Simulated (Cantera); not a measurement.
An adiabatic, constant-pressure homogeneous reactor starts with CH4 : O2 : N2 = 1 : 1.11 : 4.18 (molar parts), at 1400 K and 670000 Pa.

Computed with Cantera and GRI-Mech 3.0 (53 species, 325 reactions).

x: mole fraction; the columns are a selection and need not sum to one.

```csv
t (s),T (K),x CH4,x O2,x H,x C2H2,x NO2
4.00e-6,1400,0.159,0.176,1.62e-9,<1e-12,<1e-12
9.57e-6,1400,0.159,0.176,2.70e-9,<1e-12,<1e-12
2.29e-5,1400,0.159,0.176,6.95e-9,<1e-12,<1e-12
5.47e-5,1400,0.159,0.176,1.96e-8,2.39e-11,<1e-12
0.000131,1401,0.159,0.176,3.64e-8,(withheld),<1e-12
0.000313,1404,0.158,0.176,8.57e-8,(withheld),<1e-12
0.000748,1438,0.150,0.170,7.76e-7,(withheld),1.28e-12
0.00179,2568,1.85e-10,1.34e-5,0.00469,<1e-12,3.88e-9
0.00428,2569,1.83e-10,1.34e-5,0.00470,<1e-12,3.15e-9
0.0102,2569,1.83e-10,1.34e-5,0.00470,<1e-12,3.06e-9
0.0245,2569,1.83e-10,1.34e-5,0.00470,<1e-12,3.05e-9
0.0585,2569,1.83e-10,1.34e-5,0.00470,<1e-12,3.05e-9
0.140,2569,1.83e-10,1.34e-5,0.00470,<1e-12,3.05e-9
0.335,2569,1.83e-10,1.34e-5,0.00470,<1e-12,3.05e-9
0.800,2569,1.83e-10,1.34e-5,0.00470,<1e-12,3.05e-9
```

**Question.** Fill in the missing entries.

**Answer.** 
- 0.000131, x C2H2: 1.02e-9
- 0.000313, x C2H2: 2.18e-8
- 0.000748, x C2H2: 1.62e-6
